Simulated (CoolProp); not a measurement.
Vapour-liquid equilibrium of o-xylene (1) + n-undecane (2) at 0.00609 MPa; x and y are mole fractions of (1).

Computed with CoolProp (multi-fluid Helmholtz-energy mixture model, Zhou 2012 and Aleksandrov 2011; pair parameters Bell 2016).

Question: Give the bubble temperature and the first vapour's composition at x = 0.35, 0.5, 0.875. Is there an azeotrope?

Answer: x = 0.35: 355.4 K, y = 0.792; x = 0.5: 349.0 K, y = 0.884; x = 0.875: 338.3 K, y = 0.983. No azeotrope shows between x = 0.05 and 0.95.

Pair parameters are fitted to limited data, so mixtures are less certain than the pure fluids.
